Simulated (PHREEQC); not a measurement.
Solution A (1.5 mmol/kgw HF, 0.35 mmol/kgw NH4F and 0.16 mmol/kgw (NH4)2SiF6) is mixed with solution B (0.15 mol/kgw HF and 0.0014 mol/kgw NH4F) at 20 °C; shares are by mass of water, 1 kg in all. O2 is buffered at 0.21 atm. No CO2 enters from the air. Only these solids could form: SiO2(a).

The numbers come from PHREEQC with the ion-association model, phreeqc.dat.

| share of solution B | pH | SiF6-2 (mol/kgw) | H4SiO4 (mol/kgw) | F- (mol/kgw) | HF2- (mol/kgw) |
|---|---|---|---|---|---|
| 0 | 3.17 | 9.15e-5 | 6.85e-5 | 0.00119 | 4.65e-6 |
| 0.1 | 2.53 | 0.000144 | 5.39e-10 | 0.00344 | 0.000165 |
| 0.2 | 2.36 | 0.000128 | 1.53e-11 | 0.00476 | 0.000457 |
| 0.3 | 2.26 | 0.000112 | 1.75e-12 | 0.00574 | 0.000830 |
| 0.4 | 2.19 | 9.60e-5 | 3.56e-13 | 0.00653 | 0.00126 |
| 0.5 | … | 8.00e-5 | … | 0.00720 | 0.00175 |
| 0.6 | … | … | … | 0.00778 | 0.00227 |
| 0.7 | 2.04 | 4.80e-5 | … | … | 0.00282 |
| 0.8 | 2.00 | … | 0 | 0.00874 | 0.00341 |
| 0.9 | 1.97 | 1.60e-5 | 0 | 0.00914 | 0.00401 |
| 1 | 1.94 | 0 | 0 | 0.00951 | 0.00464 |

**Question.** Fill in the missing entries.

**Answer.** 
- 0.5, pH: 2.13
- 0.5, H4SiO4 (mol/kgw): 9.79e-14
- 0.6, pH: 2.08
- 0.6, SiF6-2 (mol/kgw): 6.40e-5
- 0.6, H4SiO4 (mol/kgw): 3.18e-14
- 0.7, H4SiO4 (mol/kgw): 1.12e-14
- 0.7, F- (mol/kgw): 0.00828
- 0.8, SiF6-2 (mol/kgw): 3.20e-5

Complexes and solids missing from the database can't appear. SiF6-2 is the database's only silicon fluoride.
